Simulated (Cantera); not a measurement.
Charge: 1 mol Hg, 1.4 mol H2.

Equilibrium computed with Cantera from the NASA thermochemical tables; the gas is ideal and each condensed phase is pure. Candidate condensed phases: Hg; 3 gas species. Kinetics and transport are ignored.

Stable condensed phases, one row left out:

```
T in °C \ P in Pa
              10      42     180     750    3200   13000   56000  240000 1000000
   1177        A       A       A       A       A       A       A       A       A
   1077        A       A       A       A       A       A       A       A       A
    977        A       A       A       A       A       A       A       A       A
    877        A       A       A       A       A       A       A       A       A
    777        A       A       A       A       A       A       A       A       A
    677        A       A       A       A       A       A       A       A       A
    577        A       A       A       A       A       A       A       A       A
    377        A       A       A       A       A       A       A       A       B
    277        A       A       A       A       A       A       B       B       B
```

A: gas only; B: Hg.

Task: Give the row for 477 °C.

Result: 10: gas only; 42: gas only; 180: gas only; 750: gas only; 3200: gas only; 13000: gas only; 56000: gas only; 240000: gas only; 1000000: gas only.
